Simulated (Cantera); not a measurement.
What does this Cantera script print?

```python
import numpy as np
import cantera as ct

gas_names = """
    F FO FO2 F2 F2O Mg MgF MgF2 MgN MgO Mg2 Mg2F4 N NF NF2 NF3 NO NO2 NO3 N2 N2O O O2 O3
""".split()
cond_names = """
    Mg(cr) Mg(L) MgF2(s) MgF2(L) MgO(s) MgO(L)
""".split()


# ... load() reads the species with a 1 bar reference pressure and builds the phases ...
atoms = {
    'MgF2': {'Mg': 1, 'F': 2},
    'O2': {'O': 2},
    'N2': {'N': 2},
}
top_T = {}  # K; cautious upper limits of use, not melting points


# ... equilibrate(T, P, feed) seeds the gas with the atoms and calls Mixture.equilibrate('TP', solver="vcs", rtol=1e-11, max_steps=5000) ...
results = []
T = 1923.15  # K
P = 10000  # Pa
for m in [7.3, 31, 54, 77, 100, 120, 150, 170]:
    feed = {'MgF2': 1, 'O2': 0.62, 'N2': m}  # mol
    mix = equilibrate(T, P, feed)
    results.append((T, P, feed, dict(zip(mix.species_names, mix.species_moles))))
    x = sorted(zip(gas.X, gas.species_names), reverse=True)
    print(f"T = {T:g} K  P = {P:g} Pa  n(N2) = {m:g} mol  gas = {mix.phase_moles(0):.4g} mol")
    print("   x: " + "  ".join(f"{s} {v:.3e}" for v, s in x if v > 0.001))
    print("   condensed (mol): " + ("  ".join(f"{mix.phase(i).name} {mix.phase_moles(i):.4g}"
          for i in range(1, mix.n_phases) if mix.phase_moles(i) > 1e-12) or "none"))
```

Output:

```
T = 1923.15 K  P = 10000 Pa  n(N2) = 7.3 mol  gas = 8.921 mol
   x: N2 8.165e-01  MgF2 1.119e-01  O2 6.757e-02  NO 3.550e-03
   condensed (mol): MgO(s) 0.0001438
T = 1923.15 K  P = 10000 Pa  n(N2) = 31 mol  gas = 32.62 mol
   x: N2 9.493e-01  MgF2 3.062e-02  O2 1.794e-02  NO 1.972e-03
   condensed (mol): MgO(s) 3.254e-05
T = 1923.15 K  P = 10000 Pa  n(N2) = 54 mol  gas = 55.62 mol
   x: N2 9.700e-01  MgF2 1.796e-02  O2 1.033e-02  NO 1.513e-03
   condensed (mol): none
T = 1923.15 K  P = 10000 Pa  n(N2) = 77 mol  gas = 78.62 mol
   x: N2 9.787e-01  MgF2 1.270e-02  O2 7.202e-03  NO 1.269e-03
   condensed (mol): none
T = 1923.15 K  P = 10000 Pa  n(N2) = 100 mol  gas = 101.6 mol
   x: N2 9.834e-01  MgF2 9.827e-03  O2 5.502e-03  NO 1.112e-03
   condensed (mol): none
T = 1923.15 K  P = 10000 Pa  n(N2) = 120 mol  gas = 121.6 mol
   x: N2 9.861e-01  MgF2 8.210e-03  O2 4.553e-03  NO 1.013e-03
   condensed (mol): none
T = 1923.15 K  P = 10000 Pa  n(N2) = 150 mol  gas = 151.6 mol
   x: N2 9.888e-01  MgF2 6.585e-03  O2 3.603e-03
   condensed (mol): none
T = 1923.15 K  P = 10000 Pa  n(N2) = 170 mol  gas = 171.6 mol
   x: N2 9.901e-01  MgF2 5.817e-03  O2 3.158e-03
   condensed (mol): none
```

Cantera equilibrium calculation (NASA polynomials, part measured and part estimated; ideal gas, pure solids and liquids).
